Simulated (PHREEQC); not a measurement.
**Polishing slurry liquid (model solution)**

Make-up at 25 °C: 68 mmol/kgw H2SO4, 56 mmol/kgw Fe(NO3)3 and 0.058 mmol/kgw CuSO4. Closed to the air; pH follows from the charge balance.

Model: ion-association model, wateq4f.dat, run in PHREEQC.

```yaml
pH: 1.08
ionic_strength: 0.250 mol/kgw
activity_of_water: 0.994
total_alkalinity: -248 meq/kg
```

```
species    molality  activity   log γ
---------  --------  --------  ------
NO3-          0.168     0.113  -0.171
H+            0.104    0.0823  -0.103
FeSO4+       0.0286    0.0207  -0.140
HSO4-        0.0167    0.0119  -0.147
FeHSO4+2     0.0154   0.00456  -0.527
Fe+3         0.0107   0.00127  -0.926
SO4-2       0.00554   0.00149  -0.570
Fe(SO4)2-  0.000915  0.000675  -0.132
```

Precipitation was switched off in this run. Saturation is exceeded, for instance for Hematite (slow to form), Goethite (slow to form); the values hold only as long as no solid forms.
